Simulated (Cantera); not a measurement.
Input (Python, Cantera):

```python
import numpy as np
import cantera as ct

surf = ct.Interface("ptcombust.yaml", "Pt_surf")
gas = surf.adjacent["gas"]
gas.TPX = 898, 27000, {'H2': 0.0027, 'O2': 0.18, 'N2': 0.79}
surf.TP = 898, 27000
reactor = ct.FlowReactor(gas, clone=False)
reactor.area = 0.0001  # m2
reactor.surface_area_to_volume_ratio = 150  # 1/m
reactor.mass_flow_rate = 2.3 * reactor.area * gas.density  # inlet velocity 2.3 m/s
reactor.energy_enabled = False
wall = ct.ReactorSurface(surf, reactor, clone=False)
net = ct.ReactorNet([reactor])
net.rtol, net.atol = 1e-8, 1e-16
show, cover = ['H2', 'O2', 'H2O'], ['PT(S)', 'H(S)', 'O(S)', 'OH(S)', 'CO(S)', 'C(S)']

rows = []
print(f"{'z/m':>9s}{'u/(m/s)':>9s}" + "".join(f"{s:>13s}" for s in show + cover))
for z in [0.00022, 0.00043, 0.00084, 0.0016, 0.0031, 0.006, 0.012, 0.022]:
    net.advance(z)
    rows.append([reactor.speed, *gas[show].X, *surf[cover].coverages])
    print(f"{z:9.4g}{rows[-1][0]:9.3g}" + "".join(f"{x:13.4e}" for x in rows[-1][1:]))
```

It prints:

```
      z/m  u/(m/s)           H2           O2          H2O        PT(S)         H(S)         O(S)        OH(S)        CO(S)         C(S)
  0.00022      2.3   2.5885e-03   1.8498e-01   1.8756e-04   1.3451e-01   1.8472e-08   8.6504e-01   4.4847e-04  -3.0274e-25  -1.1409e-27
  0.00043      2.3   2.4223e-03   1.8491e-01   3.5401e-04   1.3388e-01   1.8715e-08   8.6565e-01   4.6083e-04  -3.6269e-25  -1.3347e-27
  0.00084      2.3   2.1296e-03   1.8479e-01   6.4710e-04   1.3280e-01   1.9100e-08   8.6672e-01   4.8163e-04  -1.4330e-29  -3.5410e-32
   0.0016      2.3   1.6814e-03   1.8461e-01   1.0959e-03   1.3117e-01   1.9600e-08   8.6832e-01   5.1138e-04  -1.3864e-28  -5.6086e-31
   0.0031      2.3   1.0617e-03   1.8435e-01   1.7164e-03   1.2897e-01   2.0145e-08   8.7048e-01   5.4905e-04   3.6511e-29   1.3795e-31
    0.006      2.3   4.4298e-04   1.8410e-01   2.3360e-03   1.2685e-01   2.0553e-08   8.7257e-01   5.8337e-04  -1.0159e-29  -3.8318e-32
    0.012      2.3   7.4302e-05   1.8395e-01   2.7052e-03   1.2561e-01   2.0743e-08   8.7379e-01   6.0250e-04   3.4991e-27   1.3112e-29
    0.022      2.3   3.8433e-06   1.8392e-01   2.7758e-03   1.2537e-01   2.0776e-08   8.7402e-01   6.0605e-04   2.3589e-29   8.8874e-32
```

Computed with Cantera and Deutschmann's 1995 Pt surface mechanism with GRI-Mech 3.0 gas chemistry. Catalytic surfaces can have several steady states; this one follows from the mechanism file's or the stated starting coverage. Mass transfer to the wall is taken as infinitely fast.
